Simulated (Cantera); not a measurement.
An isothermal, constant-pressure homogeneous reactor starts with CH4 : H2 : N2 = 1 : 1.4 : 0.0062 (molar parts), at 1375 K and 750 Torr.

Cantera simulation using GRI-Mech 3.0 (53 species, 325 reactions); the numbers are that mechanism's predictions, not measurements. GRI-Mech 3.0 stops at C3 and has no aromatics, soot or wall deposition, so with more carbon than oxygen in the feed, carbon stays in small species such as C2H2 where larger ones or solid carbon would form.

Question: Predict: x(CH4) at 2.00 s; x(H2) at 2.00 s; x(H) at 2.00 s; x(C2H4) at 2.00 s; x(C2H6) at 2.00 s.

Answer: 
```json
{
  "x(CH4) at 2.00 s": "0.372 (gas-phase equilibrium 0.302)",
  "x(H2) at 2.00 s": "0.609 (gas-phase equilibrium 0.653)",
  "x(H) at 2.00 s": "1.96e-6 (gas-phase equilibrium 2.79e-6)",
  "x(C2H4) at 2.00 s": "0.00698 (gas-phase equilibrium 0.0173)",
  "x(C2H6) at 2.00 s": "0.000168 (gas-phase equilibrium 0.000276)"
}
```
